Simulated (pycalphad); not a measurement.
An equivalent pycalphad script:

```python
from pycalphad import Database, equilibrium, calculate, variables as v
import numpy as np
db = Database('COST507.tdb')
comps = ['SI', 'CU', 'VA']
phases = ['BCC_A2', 'CU19SI6_ETA', 'CU33SI7_DELTA', 'CU4SI_EPSILON', 'CU56SI11_GAMMA', 'DIAMOND_A4', 'FCC_A1', 'HCP_A3', 'LIQUID']
eq = equilibrium(db, comps, phases, {v.X('CU'): 0.0057, v.T: np.arange(1850, 499, -50), v.P: 101325, v.N: 1}, output=['HM', 'SM'])
```

CALPHAD calculation (pycalphad, COST 507 light-alloy database (1999)), 1 atm. These are 1990s assessments: newer ones move some temperatures and phases. Phase fractions are per mole of atoms. Diffusion is slow at the low end, where real alloys seldom reach equilibrium.

Results at three of the temperatures:

```
T = 1350.00 K, P = 101325 Pa, N = 1 mol of atoms
G = -48640 J/mol, H = 26705 J/mol, S = 55.81 J/(mol K)  (SER reference)
chemical potentials (J/mol): Si -48424, Cu -86352
phase             fraction      x(Si)      x(Cu)
DIAMOND_A4          0.9883     1.0000       none
LIQUID              0.0117     0.5108     0.4892
```

```
T = 900.00 K, P = 101325 Pa, N = 1 mol of atoms
G = -25897 J/mol, H = 14360 J/mol, S = 44.73 J/(mol K)  (SER reference)
chemical potentials (J/mol): Si -25785, Cu -45515
phase             fraction      x(Si)      x(Cu)
DIAMOND_A4          0.9925     1.0000       none
CU19SI6_ETA         0.0075     0.2400     0.7600
```

```
T = 750.00 K, P = 101325 Pa, N = 1 mol of atoms
G = -19527 J/mol, H = 10537 J/mol, S = 40.09 J/(mol K)  (SER reference)
chemical potentials (J/mol): Si -19438, Cu -35112
phase             fraction      x(Si)      x(Cu)
DIAMOND_A4          0.9925     1.0000       none
CU19SI6_ETA         0.0075     0.2400     0.7600
```

Changes of the phase set, refined by bisection:

```json
[
 {"T (K)": "1684.3", "phases above": "liquid", "phases below": "diamond (Si) + liquid"},
 {"T (K)": "1073.7", "phases above": "diamond (Si) + liquid", "phases below": "CU19SI6_ETA + diamond (Si)"}
]
```

Database names, with the compositions (at.%) that they take in these runs: CU19SI6_ETA: Cu 76 Si 24. DIAMOND_A4 is diamond (Si). An entry "none" or "no" means that the model of the phase leaves that element out. The hcp model here describes the intermediate κ phase of Cu-Si.
